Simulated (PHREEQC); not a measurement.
## Brackish or sea water: an equilibrium model

A made-up water analysis in mg/kgw, 25 °C, pH 6.31, pe 1.4:

```csv
constituent,mg/kgw
Na,2520
K,1630
Ca,388
Mg,474
Cl,20700
S(6) as SO4,842
Alkalinity as HCO3,16.2
F,1.55
```

Valence states are taken as typed.

Model: ion-association model, phreeqc.dat, run in PHREEQC.

Precipitation was switched off in this run.

### Question
What activity of water does the model give?

### Answer
activity of water 0.987.

### Question
In which forms is S present?

### Answer
SO4-2 66 %, MgSO4 16 %, NaSO4- 8.1 %, CaSO4 5.7 %, KSO4- 3.9 % of the S.

Species that the database lacks are ignored.
